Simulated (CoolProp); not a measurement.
1000 sccm (0 °C, 1 atm) of nitrogen bubbles through liquid n-perfluorohexane at 291.8 K and leaves saturated at a total pressure of 0.15 MPa (ideal gas phase). Each further row changes one setting.

Computed with CoolProp (reference Helmholtz-energy equation of state, Gao 2022).

```json
[
 {"case": "as stated", "vapour pressure (kPa)": "22.1", "mole fraction of vapour": "0.147", "delivery (mg/min)": "2610", "delivery (sccm)": "173", "change of delivery for a bath 1 K warmer (%)": "5.6"},
 {"case": "bath temperature 296.8 K", "vapour pressure (kPa)": "27.7", "mole fraction of vapour": "0.185", "delivery (mg/min)": "3420", "delivery (sccm)": "227", "change of delivery for a bath 1 K warmer (%)": "5.6"},
 {"case": "total pressure 0.3 MPa", "vapour pressure (kPa)": "22.1", "mole fraction of vapour": "0.0737", "delivery (mg/min)": "1200", "delivery (sccm)": "79.5", "change of delivery for a bath 1 K warmer (%)": "5.1"}
]
```
